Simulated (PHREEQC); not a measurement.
Dissolve 0.52 mol Na2SO4 and 0.18 mol MgCl2 per kg of water at 25 °C. Closed to the air; pH follows from the charge balance.

The numbers come from PHREEQC with the Pitzer model, pitzer.dat.

Q: The ionic strength comes out as 2.10 mol/kgw. What activity coefficients do Na+, Cl-, Mg+2, SO4-2 get?

A: Na+ 0.58, Cl- 0.57, Mg+2 0.12, SO4-2 0.046. Single-ion values are on the MacInnes scale.

Precipitation was switched off in this run. Species that the database lacks are ignored.
